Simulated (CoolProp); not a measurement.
A Linde-Hampson liquefier for normal hydrogen: isothermal reversible compression at 250 K from 1 atm to 25 MPa, throttling to 1 atm, return gas leaving the recuperator 2 K below the feed. Each further row changes one setting.

Computed with CoolProp (reference Helmholtz-energy equation of state, Leachman 2009).

| case | compression work (kJ/kg of gas) |
|---|---|
| as stated | 5850 |
| high pressure 50 MPa | 6760 |
| warm-end temperature 280 K | 6540 |
| warm-end gap 7 K | 5850 |
